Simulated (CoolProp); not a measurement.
The fluid at 298.15 K and 7.39 MPa is throttled through a valve to 3.08 MPa with no heat exchange. The same conditions are run with several fluids, on thermodynamics alone (safety and materials aside).

Values from CoolProp's reference Helmholtz-energy equation of state of each fluid (C3F8 (R218): Lemmon 2006; R245fa: Akasaka 2015; isohexane: Lemmon 2006; m-xylene: Zhou 2012; propyne: Polt 1992). The equations of Platzer and Polt are older, rougher fits.

```
fluid        temperature change (K)  final density (kg/m³)
-----------  ----------------------  ---------------------
C3F8 (R218)                    -0.1                   1360
R245fa                          ___                   1340
isohexane                      +1.8                    ___
m-xylene                       +2.1                    ___
propyne                        +0.8                    614
```

Task: What belongs in the gaps?

Result: 
- R245fa, temperature change (K): +1.1
- isohexane, final density (kg/m³): 650
- m-xylene, final density (kg/m³): 860
